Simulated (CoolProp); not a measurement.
Computed with CoolProp (reference Helmholtz-energy equation of state, Marx 1992).

**Question.** For R113, give the phase and the cv (kJ/(kg K)), speed of sound (m/s) at 440.5 K and 10.5 kPa; 425.3 K and 29 kPa; 491.7 K and 327 kPa.

**Answer.** 
- 440.5 K and 10.5 kPa: gas; cv 0.726, speed of sound 144
- 425.3 K and 29 kPa: gas; cv 0.716, speed of sound 141
- 491.7 K and 327 kPa: gas; cv 0.760, speed of sound 148
